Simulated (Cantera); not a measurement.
What does this Cantera script print?

```python
import numpy as np
import cantera as ct

gas = ct.Solution("h2o2.yaml")
gas.TPX = 1125, 740, {'H2': 0.007, 'O2': 1}
reactor = ct.IdealGasConstPressureReactor(gas, energy="off", clone=False)
net = ct.ReactorNet([reactor])
net.rtol, net.atol = 1e-08, 1e-18
show = ['H2', 'O2', 'OH', 'H2O', 'HO2', 'O']
times = np.geomspace(1e-06, 1, 9)

steps = ct.SolutionArray(gas, extra=["t"])
rows = []
print(f"{'t/s':>10s}{'T/K':>9s}{'P/Pa':>11s}" + "".join(f"{s:>11s}" for s in show))
for t in times:
    while net.time < t:
        t_next = net.step()
        steps.append(gas.state, t=t_next)
    rows.append([np.interp(t, steps.t, y) for y in (steps.T, steps.P, *steps(*show).X.T)])
    print(f"{t:10.3e}{rows[-1][0]:9.1f}{rows[-1][1]:11.4g}" + "".join(f"{x:11.3e}" for x in rows[-1][2:]))
rate = np.gradient(steps.T, steps.t)
print("integrator steps:", len(steps.t))
if steps.T.max() > steps.T[0] + 200:
    print(f"time of steepest temperature rise: {steps.t[rate.argmax()]:.4e} s")
gas.TPX = 1125, 740, {'H2': 0.007, 'O2': 1}
gas.equilibrate("TP")
print(f"equilibrium (TP): T = {gas.T:.1f} K  " + "  ".join(f"{s} {gas[s].X[0]:.3e}" for s in show))
```

Result:

```
       t/s      T/K       P/Pa         H2         O2         OH        H2O        HO2          O
 1.000e-06   1125.0        740  6.951e-03  9.930e-01  3.651e-15  1.512e-18  7.738e-13  3.652e-15
 5.623e-06   1125.0        740  6.951e-03  9.930e-01  1.109e-13  2.206e-16  4.352e-12  1.110e-13
 3.162e-05   1125.0        740  6.951e-03  9.930e-01  3.203e-12  3.606e-14  2.448e-11  3.224e-12
 1.778e-04   1125.0        740  6.951e-03  9.930e-01  6.781e-11  4.688e-12  1.378e-10  7.041e-11
 1.000e-03   1125.0        740  6.951e-03  9.930e-01  7.620e-10  3.356e-10  7.761e-10  9.297e-10
 5.623e-03   1125.0        740  6.951e-03  9.930e-01  2.602e-08  3.949e-08  4.471e-09  3.998e-08
 3.162e-02   1125.0        740  6.518e-04  9.874e-01  9.644e-04  5.568e-03  8.905e-07  4.901e-03
 1.778e-01   1125.0        740  1.746e-05  9.881e-01  3.877e-04  6.654e-03  4.576e-07  4.680e-03
 1.000e+00   1125.0        740  6.178e-06  9.913e-01  2.312e-04  6.828e-03  2.764e-07  1.631e-03
integrator steps: 757
equilibrium (TP): T = 1125.0 K  H2 1.974e-10  O2 9.930e-01  OH 1.345e-06  H2O 6.975e-03  HO2 1.369e-09  O 5.381e-08
```

Cantera simulation using the H2/O2 subset of GRI-Mech 3.0, which has no nitrogen chemistry; the numbers are that mechanism's predictions, not measurements. Radical loss at walls, strong at low pressure, is not modelled.
